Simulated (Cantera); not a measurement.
A closed system holds: 1 mol Si, 0.11 mol CO₂, 17 mol CO, held at 2.40 bar.

Equilibrium computed with Cantera from the NASA thermochemical tables; the gas is ideal and each condensed phase is pure. Candidate condensed phases: C, Si, SiC, SiO₂; 20 gas species. The tables hold silica as quartz up to 1696 K and as liquid above; real silica turns to tridymite and cristobalite and melts near 1996 K. Kinetics and transport are ignored.

log p: log10 of the partial pressure in bar; n: condensed amount in mol.

```tsv
T (K)	log p CO	log p CO₂	log p SiO	n C(graphite)	n SiO₂(β-quartz)	n SiO₂(condensed)
1573	0.38	-2.68	___	1.90	1.000	0
1598	0.38	-2.77	___	1.90	1.000	0
1623	0.38	-2.85	___	1.90	1.000	0
1648	0.38	-2.93	___	1.90	1.000	0
1673	0.38	-3.01	___	1.90	0.999	0
1698	0.38	-3.08	___	1.89	0	0.999
1723	0.38	-3.16	___	1.89	0	0.997
1748	0.38	-3.23	___	1.89	0	0.995
```

**Question.** Fill in the missing entries.

**Answer.** 
- 1573, log p SiO: -5.29
- 1598, log p SiO: -4.94
- 1623, log p SiO: -4.60
- 1648, log p SiO: -4.27
- 1673, log p SiO: -3.95
- 1698, log p SiO: -3.65
- 1723, log p SiO: -3.35
- 1748, log p SiO: -3.06
